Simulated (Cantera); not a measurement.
What does this Cantera script print?

```python
import numpy as np
import cantera as ct

gas = ct.Solution("gri30.yaml")
gas.TPX = 550, 1000000, {'CH3OH': 1, 'O2': 2.54, 'N2': 23.4}
inlet = ct.Reservoir(gas, clone=True)
gas.equilibrate("HP")  # start burning
reactor = ct.IdealGasConstPressureReactor(gas, energy="on", clone=False)
exhaust = ct.Reservoir(gas, clone=True)
tau = [0.35, 0.15, 0.068, 0.03, 0.013, 0.0057, 0.0025, 0.0011, 0.00049, 0.00021, 9.4e-05][0]
for a, b in ((inlet, reactor), (reactor, exhaust)):
    ct.MassFlowController(a, b, mdot=lambda t: reactor.mass / tau)
net = ct.ReactorNet([reactor])
show = ['CH3OH', 'O2', 'H', 'HCN', 'CO', 'C2H']

rows = []
print(f"{'tau/s':>10s}{'T/K':>9s}" + "".join(f"{s:>11s}" for s in show))
for tau in [0.35, 0.15, 0.068, 0.03, 0.013, 0.0057, 0.0025, 0.0011, 0.00049, 0.00021, 9.4e-05]:
    net.initial_time = 0.0
    net.advance(30 * tau)
    before = gas.X
    net.advance(40 * tau)
    drift = np.max(np.abs(gas.X - before) / (gas.X + 1e-9))
    rows.append([gas.T, *gas[show].X, drift])
    print(f"{tau:10.3e}{gas.T:9.1f}" + "".join(f"{x:11.3e}" for x in gas[show].X))
```

It prints:

```
     tau/s      T/K      CH3OH         O2          H        HCN         CO        C2H
 3.500e-01   1270.0  5.176e-05  3.864e-02  6.312e-08  1.587e-13  1.316e-03  2.258e-20
 1.500e-01   1258.3  1.093e-04  3.937e-02  1.211e-07  1.249e-13  2.561e-03  1.678e-20
 6.800e-02   1235.1  2.438e-04  4.083e-02  2.072e-07  6.025e-14  4.910e-03  1.054e-20
 3.000e-02   1158.5  9.351e-04  4.568e-02  2.574e-07  8.010e-15  1.148e-02  2.666e-21
 1.300e-02    550.0  3.712e-02  9.428e-02  3.815e-30 -9.153e-28 -2.328e-15 -1.260e-57
 5.700e-03    550.0  3.712e-02  9.428e-02  3.865e-30  4.414e-31  1.123e-18 -2.108e-63
 2.500e-03    550.0  3.712e-02  9.428e-02  3.863e-30  2.542e-32  6.467e-20  1.074e-63
 1.100e-03    550.0  3.712e-02  9.428e-02  3.861e-30  1.606e-33  4.085e-21  1.847e-65
 4.900e-04    550.0  3.712e-02  9.428e-02  3.859e-30  1.014e-34  2.581e-22  2.590e-65
 2.100e-04    550.0  3.712e-02  9.428e-02  3.857e-30  6.407e-36  1.632e-23  5.411e-66
 9.400e-05    550.0  3.712e-02  9.428e-02  3.855e-30  4.047e-37  1.040e-24 -1.262e-67
```

Detailed kinetics in Cantera: GRI-Mech 3.0 (53 species, 325 reactions). GRI-Mech 3.0 was tuned for natural gas; its chemistry of methanol as a main component is partial and can be far from experiment.
